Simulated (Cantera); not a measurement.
**Thermodynamics of oxide etching and cleaning by halides, feed MgO + NF₃ + O₂**

Feed: 1 mol MgO, 7.8 mol NF₃, 2 mol O₂, held at 1700 °C and 13.3 mbar.

Equilibrium computed with Cantera from the NASA thermochemical tables; the gas is ideal and each condensed phase is pure. Candidate condensed phases: Mg, MgF₂, MgO; 24 gas species. The numbers say what is thermodynamically allowed, not how fast it happens.

- x(F) = 0.742
- x(N₂) = 0.134
- x(O₂) = 0.0851
- x(MgF₂) = 0.0347
- x(NO) = 0.00187
- x(O) = 0.00137
- x(F₂) = 3.93e-5
- x(FO) = 1.21e-5
- gas amount = 28.82 mol
- log10 activity of MgF₂(l) (absent) = -1.67
- log10 activity of Mg(l) (absent) = -16.60
